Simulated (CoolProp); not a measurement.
The numbers come from the reference Helmholtz-energy equation of state, Lemmon 2005 in CoolProp. It is a short technical equation, of lower accuracy than the large ones.

### Question
Give the vapour pressure (bar), liquid density (kg/m³), enthalpy of vaporisation (kJ/kg), liquid cp (kJ/(kg K)) of saturated isobutene at 286.1 K.

### Answer
```json
[
 {"T (K)": "286.1", "p (bar)": "2.08", "liquid density (kg/m³)": "603", "enthalpy of vaporisation (kJ/kg)": "372", "liquid cp (kJ/(kg K))": "2.32"}
]
```
